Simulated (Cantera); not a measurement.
Charge: 1 mol PbO, 0.15 mol CO, 53 mol N2, at 62.0 mbar.

These are equilibrium values from Cantera (NASA tables, ideal gas, pure condensed phases), not measurements of a reactor. Candidate condensed phases: C, Pb, PbO, PbO2, Pb3O4; 27 gas species. Mutual solubility and eutectic melting of coexisting phases are not modelled. Gases not in the tables: (PbO)n polymers. Rates play no part.

Question: Which condensed phases are stable at each of these points (T (K)): 950, 1000, 1050, 1100, 1150, 1200, 1250, 1300, 1350, 1400?

Answer: 
```tsv
T (K)	condensed phases	Pb condensed (%)
950	Pb(l) + PbO(yellow)	99.6
1000	Pb(l) + PbO(yellow)	98.6
1050	Pb(l) + PbO(yellow)	95.9
1100	Pb(l) + PbO(yellow)	89.1
1150	PbO(yellow)	83.0
1200	PbO(l)	79.1
1250	PbO(l)	69.2
1300	PbO(l)	44.8
1350	gas only	0.0
1400	gas only	0.0
```

From 950 K to 1100 K the condensed part is Pb(l) + PbO(yellow). At 1150 K the condensed part is PbO(yellow). From 1200 K to 1300 K the condensed part is PbO(l). From 1350 K to 1400 K nothing is condensed.
